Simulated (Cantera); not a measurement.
Input (Python, Cantera) and output of one run.

```python
import numpy as np
import cantera as ct

gas_names = """
    AL ALH ALN ALO ALOH ALO2 ALO2H AL2 AL2O AL2O2 H HALO HNO HNO2 HNO3 HO2 H2 H2O H2O2 N NH NH2 NH3
    NH2OH NO NO2 NO3 N2 N2H2 N2H4 N2O O OH O2 O3
""".split()
cond_names = """
    AL(cr) AL(L) ALN(s) AL2O3(a) AL2O3(L) H2O(s) H2O(L)
""".split()


def load(file, names, dense=False):
    # The tables refer to 1 bar. Condensed volumes are neglected.
    table = {s.name: s for s in ct.Species.list_from_file(file)}
    out = []
    for n in names:
        d = dict(table[n].input_data)
        d["thermo"] = dict(d["thermo"], **{"reference-pressure": 1e5})
        if dense:
            d["equation-of-state"] = {"model": "constant-volume", "density": "1e6 g/cm^3"}
        out.append(ct.Species.from_dict(d))
    return out


gas = ct.Solution(thermo="ideal-gas", species=load("nasa_gas.yaml", gas_names))
cond = {s.name: ct.Solution(thermo="fixed-stoichiometry", species=[s], name=s.name)
        for s in load("nasa_condensed.yaml", cond_names, dense=True)}
atoms = {
    'AlN': {'AL': 1, 'N': 1},
    'H2O': {'H': 2, 'O': 1},
}
top_T = {'ALN(s)': 2750}  # K; cautious upper limits of use, not melting points


def equilibrate(T, P, feed):
    n = {}
    for name, mol in feed.items():
        for a, k in atoms[name].items():
            n[a] = n.get(a, 0.0) + k * mol
    gas.TPX = T, P, n
    mass = sum(n.values()) * gas.mean_molecular_weight
    gas.equilibrate("TP")
    valid = [c for c in cond.values() if c.min_temp <= T <= top_T.get(c.name, c.max_temp)]
    mix = ct.Mixture([(gas, mass / gas.mean_molecular_weight)] + [(c, 0.0) for c in valid])
    mix.T, mix.P = T, P
    mix.equilibrate("TP", solver="vcs", rtol=1e-11, max_steps=5000)
    return mix


results = []
feed = {'AlN': 1, 'H2O': 2.2}  # mol
T = 948  # K
P = 101325  # Pa
mix = equilibrate(T, P, feed)
results.append((T, P, feed, dict(zip(mix.species_names, mix.species_moles))))
x = sorted(zip(gas.X, gas.species_names), reverse=True)
print(f"T = {T:g} K  P = {P:g} Pa  gas = {mix.phase_moles(0):.4g} mol")
print("   x: " + "  ".join(f"{s} {v:.3e}" for v, s in x if v > 1e-05))
print("   condensed (mol): " + ("  ".join(f"{mix.phase(i).name} {mix.phase_moles(i):.4g}"
      for i in range(1, mix.n_phases) if mix.phase_moles(i) > 1e-12) or "none"))
```

Result:

```
T = 948 K  P = 101325 Pa  gas = 2.7 mol
   x: H2 5.554e-01  H2O 2.593e-01  N2 1.851e-01  NH3 1.510e-04
   condensed (mol): AL2O3(a) 0.5
```

Method: chemical equilibrium by Gibbs-energy minimisation in Cantera with the NASA 1993 tables (ideal gas, pure condensed phases).
